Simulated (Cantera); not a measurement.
A Cantera script and its output.

```python
import numpy as np
import cantera as ct

gas = ct.Solution("gri30.yaml")
gas.TPX = 2725, 18000, {'CH4': 0.015, 'H2': 1, 'CO2': 0.013, 'H2O': 0.0018}
inlet = ct.Reservoir(gas, clone=True)

reactor = ct.IdealGasConstPressureReactor(gas, energy="off", clone=False)
exhaust = ct.Reservoir(gas, clone=True)
tau = [13, 3, 0.7, 0.16, 0.039, 0.0091, 0.0021][0]
for a, b in ((inlet, reactor), (reactor, exhaust)):
    ct.MassFlowController(a, b, mdot=lambda t: reactor.mass / tau)
net = ct.ReactorNet([reactor])
show = ['CH4', 'H2', 'CO2', 'HO2', 'H', 'C2H', 'C2H4']

rows = []
print(f"{'tau/s':>10s}{'T/K':>9s}" + "".join(f"{s:>11s}" for s in show))
for tau in [13, 3, 0.7, 0.16, 0.039, 0.0091, 0.0021]:
    net.initial_time = 0.0
    net.advance(30 * tau)
    before = gas.X
    net.advance(40 * tau)
    drift = np.max(np.abs(gas.X - before) / (gas.X + 1e-9))
    rows.append([gas.T, *gas[show].X, drift])
    print(f"{tau:10.3e}{gas.T:9.1f}" + "".join(f"{x:11.3e}" for x in gas[show].X))
```

Result:

```
     tau/s      T/K        CH4         H2        CO2        HO2          H        C2H       C2H4
 1.300e+01   2725.0  1.703e-06  8.397e-01  1.002e-07  7.655e-16  1.357e-01  1.659e-06  4.940e-09
 3.000e+00   2725.0  3.067e-06  8.399e-01  3.192e-07  7.432e-15  1.355e-01  2.015e-06  6.158e-09
 7.000e-01   2725.0  5.971e-06  8.405e-01  8.914e-07  5.273e-14  1.348e-01  2.906e-06  9.519e-09
 1.600e-01   2725.0  1.271e-05  8.433e-01  2.382e-06  3.061e-13  1.318e-01  4.891e-06  1.913e-08
 3.900e-02   2725.0  3.115e-05  8.534e-01  6.512e-06  1.499e-12  1.212e-01  8.724e-06  5.258e-08
 9.100e-03   2725.0  1.172e-04  8.801e-01  2.314e-05  7.585e-12  9.302e-02  1.578e-05  2.698e-07
 2.100e-03   2725.0  5.303e-04  9.084e-01  1.044e-04  2.728e-11  6.170e-02  2.332e-05  1.785e-06
```

Computed with Cantera and GRI-Mech 3.0 (53 species, 325 reactions).
